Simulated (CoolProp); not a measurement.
Dimethyl carbonate at 547.44 K and 2.06 MPa is throttled through a valve to 0.8 MPa with no heat exchange. Each further row changes one setting.

Values from CoolProp's reference Helmholtz-energy equation of state, Zhou 2011.

| case | temperature change (K) | final density (kg/m³) |
|---|---|---|
| as stated | ? | 17.3 |
| outlet pressure 0.24 MPa | -15.0 | ? |
| outlet pressure 1.04 MPa | ? | 22.9 |

**Question.** Fill in the missing entries.

**Answer.** 
- as stated, temperature change (K): -10.7
- outlet pressure 0.24 MPa, final density (kg/m³): 4.98
- outlet pressure 1.04 MPa, temperature change (K): -8.8
